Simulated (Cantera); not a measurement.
What does this Cantera script print?

```python
import numpy as np
import cantera as ct

gas_names = [...]  # 113 gases of nasa_gas.yaml made of C, F, H, Si
cond_names = """
    C(gr) C6H6(L) C7H8(L) C8H18(L),n-octa Si(cr) Si(L) SiC(b)
""".split()


# ... load() reads the species with a 1 bar reference pressure and builds the phases ...
atoms = {
    'c-C4F8': {'C': 4, 'F': 8},
    'H2': {'H': 2},
    'Si': {'Si': 1},
}
top_T = {'C(gr)': 4500, 'SiC(b)': 3050}  # K; cautious upper limits of use, not melting points


# ... equilibrate(T, P, feed) seeds the gas with the atoms and calls Mixture.equilibrate('TP', solver="vcs", rtol=1e-11, max_steps=5000) ...
results = []
feed = {'c-C4F8': 1, 'H2': 0.41, 'Si': 1.4}  # mol
P = 4.9  # Pa
for T in [750, 850, 950, 1050, 1150, 1250, 1350, 1450, 1550, 1650, 1750]:
    mix = equilibrate(T, P, feed)
    results.append((T, P, feed, dict(zip(mix.species_names, mix.species_moles))))
    x = sorted(zip(gas.X, gas.species_names), reverse=True)
    print(f"T = {T:g} K  P = {P:g} Pa  gas = {mix.phase_moles(0):.4g} mol")
    print("   x: " + "  ".join(f"{s} {v:.3e}" for v, s in x if v > 1e-05))
    print("   condensed (mol): " + ("  ".join(f"{mix.phase(i).name} {mix.phase_moles(i):.4g}"
          for i in range(1, mix.n_phases) if mix.phase_moles(i) > 1e-12) or "none"))
```

Output:

```
T = 750 K  P = 4.9 Pa  gas = 2.615 mol
   x: SiF4 5.354e-01  HF 3.136e-01  CF4 1.511e-01
   condensed (mol): C(gr) 3.605
T = 850 K  P = 4.9 Pa  gas = 2.615 mol
   x: SiF4 5.354e-01  HF 3.136e-01  CF4 1.511e-01
   condensed (mol): C(gr) 3.605
T = 950 K  P = 4.9 Pa  gas = 2.615 mol
   x: SiF4 5.354e-01  HF 3.136e-01  CF4 1.511e-01
   condensed (mol): C(gr) 3.605
T = 1050 K  P = 4.9 Pa  gas = 2.615 mol
   x: SiF4 5.354e-01  HF 3.136e-01  CF4 1.511e-01
   condensed (mol): C(gr) 3.605
T = 1150 K  P = 4.9 Pa  gas = 2.615 mol
   x: SiF4 5.354e-01  HF 3.136e-01  CF4 1.510e-01
   condensed (mol): C(gr) 3.605
T = 1250 K  P = 4.9 Pa  gas = 2.615 mol
   x: SiF4 5.354e-01  HF 3.136e-01  CF4 1.510e-01  CF2 2.650e-05  F 1.314e-05
   condensed (mol): C(gr) 3.605
T = 1350 K  P = 4.9 Pa  gas = 2.616 mol
   x: SiF4 5.353e-01  HF 3.135e-01  CF4 1.509e-01  CF2 1.959e-04  F 1.252e-04  CF3 1.201e-05
   condensed (mol): C(gr) 3.605
T = 1450 K  P = 4.9 Pa  gas = 2.618 mol
   x: SiF4 5.347e-01  HF 3.132e-01  CF4 1.501e-01  CF2 1.092e-03  F 8.736e-04  CF3 4.828e-05
   condensed (mol): C(gr) 3.604
T = 1550 K  P = 4.9 Pa  gas = 2.631 mol
   x: SiF4 5.322e-01  HF 3.117e-01  CF4 1.464e-01  CF2 4.809e-03  F 4.725e-03  CF3 1.595e-04
   condensed (mol): C(gr) 3.602
T = 1650 K  P = 4.9 Pa  gas = 2.679 mol
   x: SiF4 5.225e-01  HF 3.061e-01  CF4 1.335e-01  F 2.047e-02  CF2 1.702e-02  CF3 4.315e-04  CF 1.146e-05
   condensed (mol): C(gr) 3.596
T = 1750 K  P = 4.9 Pa  gas = 2.832 mol
   x: SiF4 4.943e-01  HF 2.895e-01  CF4 9.791e-02  F 7.088e-02  CF2 4.636e-02  CF3 8.766e-04  CF 7.949e-05  SiF3 2.374e-05
   condensed (mol): C(gr) 3.589
```

Equilibrium computed with Cantera from the NASA thermochemical tables; the gas is ideal and each condensed phase is pure. The feed counts by its element totals alone. The tables' values for SiF3 are old estimates; treat these amounts as uncertain. Condensed phases not in the tables: fluorocarbon polymer. Gases not in the tables: C2F6 and larger saturated fluorocarbons.
